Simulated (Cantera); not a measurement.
A Cantera script and what it prints.

```python
import numpy as np
import cantera as ct

gas_names = [...]  # 115 gases of nasa_gas.yaml made of C, Ca, H, O
cond_names = """
    C(gr) C6H6(L) C7H8(L) C8H18(L),n-octa Ca(a) Ca(b) Ca(L) CaCO3(caL) CaO(s) CaO(L) CaO2H2(s) H2O(s)
    H2O(L)
""".split()


# ... load() reads the species with a 1 bar reference pressure and builds the phases ...
atoms = {
    'Ca(OH)2': {'Ca': 1, 'O': 2, 'H': 2},
    'CO2': {'C': 1, 'O': 2},
    'H2': {'H': 2},
}
top_T = {'C(gr)': 4500}  # K; cautious upper limits of use, not melting points


# ... equilibrate(T, P, feed) seeds the gas with the atoms and calls Mixture.equilibrate('TP', solver="vcs", rtol=1e-11, max_steps=5000) ...
results = []
feed = {'Ca(OH)2': 1, 'CO2': 3.7, 'H2': 0.17}  # mol
T = 948.15  # K
P = 33  # Pa
mix = equilibrate(T, P, feed)
results.append((T, P, feed, dict(zip(mix.species_names, mix.species_moles))))
print(gas.report(threshold=0.0001))
for i in range(1, mix.n_phases):
    print(f"{mix.phase(i).name:16s} {mix.phase_moles(i):12.5e} mol")
```

Output:

```
       temperature   948.15 K
          pressure   33 Pa
           density   0.00015574 kg/m^3
  mean mol. weight   37.206 kg/kmol
   phase of matter   gas

                          1 kg             1 kmol
                     ---------------   ---------------
          enthalpy       -8.5744e+06       -3.1902e+08  J
   internal energy       -8.7863e+06        -3.269e+08  J
           entropy            8834.8         3.287e+05  J/K
    Gibbs function       -1.6951e+07       -6.3068e+08  J
 heat capacity c_p            1341.6             49914  J/K
 heat capacity c_v            1118.1             41599  J/K

                      mass frac. Y      mole frac. X     chem. pot. / RT
                     ---------------   ---------------   ---------------
                CO          0.016866          0.022403           -51.299
               CO2           0.87218           0.73735           -86.398
                H2        0.00067759          0.012505           -29.773
               H2O           0.11027           0.22774           -64.872
     [ +111 minor]        1.3091e-10        3.3305e-09

C(gr)             0.00000e+00 mol
Ca(b)             0.00000e+00 mol
CaCO3(caL)        0.00000e+00 mol
CaO(s)            1.00000e+00 mol
CaO2H2(s)         0.00000e+00 mol
```

Method: chemical equilibrium by Gibbs-energy minimisation in Cantera with the NASA 1993 tables (ideal gas, pure condensed phases).
